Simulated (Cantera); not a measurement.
Input (Python, Cantera) and output of one run.

```python
import numpy as np
import cantera as ct

gas_names = """
    Ca CaF CaF2 Ca2 F F2 H HF H2 H2F2 H3F3 H4F4 H5F5 H6F6 H7F7 N NF NF2 NF3 NH NH2 NH3 N2 N2H2 N2H4
""".split()
cond_names = """
    Ca(a) Ca(b) Ca(L) CaF2(a) CaF2(b) CaF2(L)
""".split()


# ... load() reads the species with a 1 bar reference pressure and builds the phases ...
atoms = {
    'CaF2': {'Ca': 1, 'F': 2},
    'HF': {'H': 1, 'F': 1},
    'N2': {'N': 2},
}
top_T = {}  # K; cautious upper limits of use, not melting points


# ... equilibrate(T, P, feed) seeds the gas with the atoms and calls Mixture.equilibrate('TP', solver="vcs", rtol=1e-11, max_steps=5000) ...
results = []
feed = {'CaF2': 1, 'HF': 0.44, 'N2': 1.4}  # mol
T = 1998  # K
P = 1333.22  # Pa
mix = equilibrate(T, P, feed)
results.append((T, P, feed, dict(zip(mix.species_names, mix.species_moles))))
x = sorted(zip(gas.X, gas.species_names), reverse=True)
print(f"T = {T:g} K  P = {P:g} Pa  gas = {mix.phase_moles(0):.4g} mol")
print("   x: " + "  ".join(f"{s} {v:.3e}" for v, s in x if v > 1e-06))
print("   condensed (mol): " + ("  ".join(f"{mix.phase(i).name} {mix.phase_moles(i):.4g}"
      for i in range(1, mix.n_phases) if mix.phase_moles(i) > 1e-12) or "none"))
```

It prints:

```
T = 1998 K  P = 1333.22 Pa  gas = 2.482 mol
   x: N2 5.640e-01  CaF2 2.585e-01  HF 1.771e-01  F 1.833e-04  H 7.608e-05  CaF 4.716e-05  H2 2.999e-05
   condensed (mol): CaF2(L) 0.3583
```

These are equilibrium values from Cantera (NASA tables, ideal gas, pure condensed phases), not measurements of a reactor.
